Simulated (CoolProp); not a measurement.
Vapour-liquid equilibrium of CH2F2 (R32) (1) + R134a (2) at 0.0309 MPa; x and y are mole fractions of (1).

Values from CoolProp's multi-fluid Helmholtz-energy mixture model, Tillner-Roth 1997 and Tillner-Roth 1994; pair parameters Lemmon 2004.

Problem. Give the bubble temperature and the first vapour's composition at x = 0.25, 0.35, 0.95. Is there an azeotrope?

Solution. x = 0.25: 214.3 K, y = 0.577; x = 0.35: 211.6 K, y = 0.689; x = 0.95: 201.3 K, y = 0.987. No azeotrope shows between x = 0.05 and 0.95.

Pair parameters are fitted to limited data, so mixtures are less certain than the pure fluids.
